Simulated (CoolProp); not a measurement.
A closed Brayton cycle with carbon dioxide: compressor inlet 309.15 K and 9.2 MPa, high pressure 30.3 MPa, turbine inlet 675 K, compressor efficiency 0.8, turbine efficiency 0.9, recuperator effectiveness 0.8 (on enthalpy, no pinch check). Each further row changes one setting.

Values from CoolProp's reference Helmholtz-energy equation of state, Span 1996.

```tsv
case	thermal efficiency (%)	net work (kJ/kg)	compressor to turbine work	compressor exit (K)	turbine exit (K)
as stated	?	84.3	0.30	347.1	547.6
turbine inlet 625 K	25.9	?	0.33	347.1	?
compressor inlet 319.15 K	25.5	65.8	0.45	?	547.6
high pressure 25.8 MPa	26.7	?	0.27	?	564.3
recuperator effectiveness 0.5	22.4	84.3	0.30	347.1	547.6
```

What belongs in the gaps?


- as stated, thermal efficiency (%): 28.0
- turbine inlet 625 K, net work (kJ/kg): 72.3
- turbine inlet 625 K, turbine exit (K): 502.3
- compressor inlet 319.15 K, compressor exit (K): 399.4
- high pressure 25.8 MPa, net work (kJ/kg): 77.2
- high pressure 25.8 MPa, compressor exit (K): 340.9
